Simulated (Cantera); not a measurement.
Cantera run:

```python
import numpy as np
import cantera as ct

gas_names = """
    F F2 N NF NF2 NF3 N2 Si SiF SiF2 SiF3 SiF4 SiN Si2 Si2N Si3
""".split()
cond_names = """
    Si(cr) Si(L) Si3N4(a)
""".split()


# ... load() reads the species with a 1 bar reference pressure and builds the phases ...
atoms = {
    'Si': {'Si': 1},
    'NF3': {'N': 1, 'F': 3},
}
top_T = {'Si3N4(a)': 2400}  # K; cautious upper limits of use, not melting points


# ... equilibrate(T, P, feed) seeds the gas with the atoms and calls Mixture.equilibrate('TP', solver="vcs", rtol=1e-11, max_steps=5000) ...
results = []
feed = {'Si': 1, 'NF3': 0.57}  # mol
T = 1048.15  # K
P = 15000  # Pa
mix = equilibrate(T, P, feed)
results.append((T, P, feed, dict(zip(mix.species_names, mix.species_moles))))
print(gas.report(threshold=0.0001))
for i in range(1, mix.n_phases):
    print(f"{mix.phase(i).name:16s} {mix.phase_moles(i):12.5e} mol")
```

Output:

```
       temperature   1048.2 K
          pressure   15000 Pa
           density   0.17908 kg/m^3
  mean mol. weight   104.04 kg/kmol
   phase of matter   gas

                          1 kg             1 kmol
                     ---------------   ---------------
          enthalpy       -1.4836e+07       -1.5435e+09  J
   internal energy        -1.492e+07       -1.5522e+09  J
           entropy              3969        4.1294e+05  J/K
    Gibbs function       -1.8996e+07       -1.9763e+09  J
 heat capacity c_p            986.42        1.0263e+05  J/K
 heat capacity c_v            906.51             94313  J/K

                      mass frac. Y      mole frac. X     chem. pot. / RT
                     ---------------   ---------------   ---------------
              SiF3          0.001638          0.002003           -171.11
              SiF4           0.99836           0.99799           -226.89
     [  +14 minor]        4.5067e-06        7.0959e-06

Si(cr)            1.44784e-01 mol
Si3N4(a)          1.42500e-01 mol
```

These are equilibrium values from Cantera (NASA tables, ideal gas, pure condensed phases), not measurements of a reactor. Mutual solubility and eutectic melting of coexisting phases are not modelled. The tables' values for SiF3 are old estimates; treat these amounts as uncertain.
